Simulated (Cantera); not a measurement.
Feed: 1 mol SiF4, 0.14 mol NH3, 12 mol N2, at 1875 K and 0.100 bar.

Equilibrium computed with Cantera from the NASA thermochemical tables; the gas is ideal and each condensed phase is pure. Candidate condensed phases: Si, Si3N4; 37 gas species. The tables' values for SiF3, SiF2 are old estimates; treat these amounts as uncertain. The numbers say what is thermodynamically allowed, not how fast it happens.

Base state: N2 0.901, SiF4 0.0584, HF 0.0176, SiF3 0.0149, H2 0.00676, SiF2 0.00128, H 0.000170, SiHF3 9.44e-5 (mole fractions); condensed: gas only.

Problem. What changes in the equilibrium state with this change: temperature from 1875 K to 1200 K?

Solution. 
| species | before | after |
|---|---|---|
| N2 | 0.901 | 0.909 |
| SiF4 | 0.0584 | 0.0750 |
| H2 | 0.00676 | 0.0156 |
| HF | 0.0176 | 0.000400 |
| SiF3 | 0.0149 | 0.000157 |
| SiF2 | 0.00128 | 3.63e-7 |
| H | 0.000170 | 7.79e-8 |
| Si3N4(s), mol | 0 | 0.000161 |
The tables' values for SiF3 are old estimates; treat these amounts as uncertain.

Problem. What changes in the equilibrium state with this change: temperature from 1875 K to 750 K?

Solution. 
| species | before | after |
|---|---|---|
| N2 | 0.901 | 0.909 |
| SiF4 | 0.0584 | 0.0753 |
| H2 | 0.00676 | 0.0158 |
| HF | 0.0176 | 6.99e-6 |
| SiF3 | 0.0149 | 2.14e-9 |
| SiF2 | 0.00128 | <1e-9 |
| H | 0.000170 | <1e-9 |
| SiHF3 | 9.44e-5 | 1.51e-6 |
